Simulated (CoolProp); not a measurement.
Saturation properties of chlorine.

Computed with CoolProp (reference Helmholtz-energy equation of state, Thol 2021).

```csv
T (°C),p (kPa),vapour density (kg/m³)
-45.75,58.46,2.232
-27.75,132.1,4.743
-9.85,263.0,8.981
8.15,476.9,15.67
26.05,798.1,25.54
44.05,1258,39.70
61.95,1881,59.36
79.95,2701,86.72
97.85,3737,124.9
115.85,5031,181.9
```

It boils at -34.0 °C under 1 atm.
